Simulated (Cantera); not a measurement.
An isothermal, constant-pressure homogeneous reactor starts with CH4 : N2 = 1 : 13 (molar parts), at 1900 K and 10.00 Torr. Integrator tolerance rtol = 1e-08.

Model: GRI-Mech 3.0 (53 species, 325 reactions), integrated in Cantera. GRI-Mech 3.0 stops at C3 and has no aromatics, soot or wall deposition, so with more carbon than oxygen in the feed, carbon stays in small species such as C2H2 where larger ones or solid carbon would form. Radical loss at walls, strong at low pressure, is not modelled.

Question: What does this change do: pressure from 10.00 Torr to 900 Torr?

Answer: 
```
quantity                                            before                                      after
-----------------  ---------------------------------------  -----------------------------------------
x(CH4) at 3.00 s   5.06e-6 (gas-phase equilibrium 1.02e-6)   0.000194 (gas-phase equilibrium 9.33e-5)
x(H) at 3.00 s     0.00204 (gas-phase equilibrium 0.00218)  0.000230 (gas-phase equilibrium 0.000230)
x(H2) at 3.00 s      0.0989 (gas-phase equilibrium 0.0988)      0.0995 (gas-phase equilibrium 0.0997)
x(C2H6) at 3.00 s  2.21e-12 (gas-phase equilibrium <1e-12)    4.42e-9 (gas-phase equilibrium 1.02e-9)
x(CH2) at 3.00 s   5.17e-8 (gas-phase equilibrium 1.20e-8)    2.51e-8 (gas-phase equilibrium 1.21e-8)
x(CH3) at 3.00 s   2.08e-6 (gas-phase equilibrium 4.49e-7)    8.94e-6 (gas-phase equilibrium 4.30e-6)
```

Question: What does this change do: N2 13 to 130 parts?

Answer: 
```tsv
quantity	before	after
x(CH4) at 3.00 s	5.06e-6 (gas-phase equilibrium 1.02e-6)	6.39e-7 (gas-phase equilibrium 4.98e-9)
x(H) at 3.00 s	0.00204 (gas-phase equilibrium 0.00218)	0.000294 (gas-phase equilibrium 0.000726)
x(H2) at 3.00 s	0.0989 (gas-phase equilibrium 0.0988)	0.0112 (gas-phase equilibrium 0.0110)
x(C2H6) at 3.00 s	2.21e-12 (gas-phase equilibrium <1e-12)	<1e-12 (gas-phase equilibrium <1e-12)
x(CH2) at 3.00 s	5.17e-8 (gas-phase equilibrium 1.20e-8)	1.05e-8 (gas-phase equilibrium 5.25e-10)
x(CH3) at 3.00 s	2.08e-6 (gas-phase equilibrium 4.49e-7)	3.35e-7 (gas-phase equilibrium 6.55e-9)
```
